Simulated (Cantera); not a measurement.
BN + O2 (nitride etching)

Feed: 1 mol BN, a varied amount of O2, equilibrated at 2025 K and 1.40 Pa.

Cantera equilibrium calculation (NASA polynomials, part measured and part estimated; ideal gas, pure solids and liquids). Candidate condensed phases: B, BN, B2O3; 17 gas species. Equilibrium is a limit: real reactors are often held back by kinetics, nucleation or transport.

| n(O2) (mol) | log p O2 | log p N2 | log p BO2 | log p B2O3 | log p O | log p BO |
|---|---|---|---|---|---|---|
| 1.3 | -5.51 | -5.40 | -5.58 | -5.60 | -5.85 | -6.45 |
| 2.2 | -5.24 | -5.61 | -5.66 | -5.89 | -5.71 | -6.66 |
| 3.1 | -5.15 | -5.74 | -5.73 | -6.08 | -5.67 | -6.78 |
| 4 | -5.10 | -5.85 | -5.79 | -6.23 | -5.64 | -6.87 |
| 4.9 | -5.07 | -5.93 | -5.85 | -6.36 | -5.63 | -6.94 |
| 5.8 | -5.05 | -6.00 | -5.90 | -6.46 | -5.62 | -7.00 |
| 6.7 | -5.04 | -6.06 | -5.94 | -6.56 | -5.61 | -7.05 |
| 7.6 | -5.03 | -6.12 | -5.98 | -6.64 | -5.61 | -7.09 |
log p: log10 of the partial pressure in bar; nothing condenses.

From 1.3 mol O2 to 7.6 mol O2 nothing is condensed. The main B-bearing gas is B2O3 at 1.3 mol O2 and BO2 at 7.6 mol O2.
